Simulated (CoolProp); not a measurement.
Model: reference Helmholtz-energy equation of state, Akasaka 2019, in CoolProp.

Problem. Give the vapour pressure (bar), vapour density (kg/m³), enthalpy of vaporisation (kJ/kg), surface tension (mN/m) of saturated R1234ze(Z) at 352.3 K.

Solution. 
```csv
T (K),p (bar),vapour density (kg/m³),enthalpy of vaporisation (kJ/kg),surface tension (mN/m)
352.3,8.42,41.3,166,6.40
```

Surface tension comes from a separate correlation (Kondou 2015).
